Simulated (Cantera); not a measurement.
A perfectly stirred reactor is fed with 11.0 % CO, 2.74 % H2, 0.625 % CH4, 18.0 % O2, 67.7 % N2, equivalence ratio 0.45, at 1050 Torr; it is adiabatic with a 775 K inlet, and is followed from long to short residence time, starting on the burning branch (τ in s: 0.25, 0.061, 0.015, 0.0037, 0.0009, 0.00022, 5.4e-05, 1.3e-05, 3.2e-06).

Cantera simulation using GRI-Mech 3.0 (53 species, 325 reactions); the numbers are that mechanism's predictions, not measurements.

Question: Predict: blow-out, bracketed by the residence times tried; x(CO) at τ = 0.250 s; x(H2) at τ = 0.250 s; x(CH4) at τ = 0.250 s; x(O2) at τ = 0.250 s; x(NO2) at τ = 0.250 s; x(CO) at τ = 0.900 ms; x(H2) at τ = 0.900 ms; x(CH4) at τ = 0.900 ms; x(O2) at τ = 0.900 ms; x(NO2) at τ = 0.900 ms.

Answer: 
| Property | Value |
|---|---|
| blow-out, bracketed by the residence times tried | burning at 0.220 ms, out at 54.0 µs |
| x(CO) at τ = 0.250 s | 0.000701 |
| x(H2) at τ = 0.250 s | 4.73e-5 |
| x(CH4) at τ = 0.250 s | 2.51e-7 |
| x(O2) at τ = 0.250 s | 0.106 |
| x(NO2) at τ = 0.250 s | 7.42e-7 |
| x(CO) at τ = 0.900 ms | 0.0159 |
| x(H2) at τ = 0.900 ms | 0.000970 |
| x(CH4) at τ = 0.900 ms | 1.03e-5 |
| x(O2) at τ = 0.900 ms | 0.110 |
| x(NO2) at τ = 0.900 ms | 3.54e-8 |
